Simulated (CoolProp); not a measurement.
Properties of CH3F (R41) along the isotherm 425 K (Tc = 317.3 K, pc = 5906 kPa, ω = 0.200).

Values from CoolProp's reference Helmholtz-energy equation of state, Lemmon 2006. It is a short technical equation, of lower accuracy than the large ones.

| p (kPa) | phase | density (kg/m³) | cp (kJ/(kg K)) | cv (kJ/(kg K)) | speed of sound (m/s) |
|---|---|---|---|---|---|
| 2460 | gas | 25.23 | ___ | 1.138 | 343.8 |
| 4920 | gas | 53.89 | 1.615 | 1.171 | 333.3 |
| 7380 | supercritical | 86.45 | 1.791 | 1.203 | 325.1 |
| 9840 | supercritical | 123.2 | 1.994 | 1.234 | 319.8 |
| 12300 | supercritical | 164.0 | ___ | 1.260 | 318.7 |
| 14800 | supercritical | 208.4 | 2.413 | ___ | 323.1 |
| 17200 | supercritical | 251.5 | 2.551 | 1.295 | 333.4 |
| 19700 | supercritical | 294.3 | 2.616 | 1.302 | ___ |
| 22100 | supercritical | ___ | 2.614 | 1.305 | 371.2 |
| 24600 | supercritical | 365.3 | ___ | 1.306 | 395.8 |
| 27100 | supercritical | ___ | 2.519 | 1.306 | 421.6 |
| 29500 | supercritical | 418.8 | 2.465 | 1.306 | 446.5 |

Question: Fill in the missing entries.

Answer: 
- 2460, cp (kJ/(kg K)): 1.469
- 12300, cp (kJ/(kg K)): 2.211
- 14800, cv (kJ/(kg K)): 1.281
- 19700, speed of sound (m/s): 350.3
- 22100, density (kg/m³): 331.4
- 24600, cp (kJ/(kg K)): 2.574
- 27100, density (kg/m³): 394.5
